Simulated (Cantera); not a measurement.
An adiabatic, constant-volume homogeneous reactor starts with C3H8 : O2 : N2 = 2.6 : 8.47 : 31.9 (molar parts), at 1025 K and 7500 Torr.

Cantera simulation using GRI-Mech 3.0 (53 species, 325 reactions); the numbers are that mechanism's predictions, not measurements. GRI-Mech 3.0 was tuned for natural gas; its chemistry of propane as a main component is partial and can be far from experiment.

Question: Predict: time of steepest temperature rise; temperature at 1.00 s; equilibrium temperature; x(O2) at 1.00 s; x(H2O2) at 1.00 s; x(NO) at 1.00 s; x(N2O) at 1.00 s.

Answer: 
```json
{
  "time_of_steepest_temperature_rise": "46.4 ms",
  "temperature at 1.00 s": "2879 K",
  "equilibrium_temperature": "2879 K",
  "x(O2) at 1.00 s": "0.000132 (gas-phase equilibrium 0.000132)",
  "x(H2O2) at 1.00 s": "1.32e-7 (gas-phase equilibrium 1.32e-7)",
  "x(NO) at 1.00 s": "0.000925 (gas-phase equilibrium 0.000925)",
  "x(N2O) at 1.00 s": "2.68e-7 (gas-phase equilibrium 2.68e-7)"
}
```
